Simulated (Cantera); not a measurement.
A freely propagating, adiabatic, planar premixed flame of H₂ : O₂ : N₂ = 1 : 0.333 : 1.25 (molar parts), unburnt at 423 K and 2.20 bar; multicomponent+Soret transport, grid criteria slope 0.08 and curve 0.16, no radiation.

Computed with Cantera and the H2/O2 subset of GRI-Mech 3.0, which has no nitrogen chemistry. The hydrogen kinetics of GRI-Mech 3.0 are dated; newer H2 mechanisms differ, most at raised pressure. Burning velocities carry a grid error of a few per cent, more on coarse grids.

Q: Predict: laminar burning velocity; thermal thickness; peak x(H); peak x(O); peak x(HO₂).

A: 
```
Quantity                    Result
------------------------  --------
laminar burning velocity  492 cm/s
thermal thickness         0.133 mm
peak x(H)                   0.0629
peak x(O)                  0.00521
peak x(HO₂)               0.000713
```
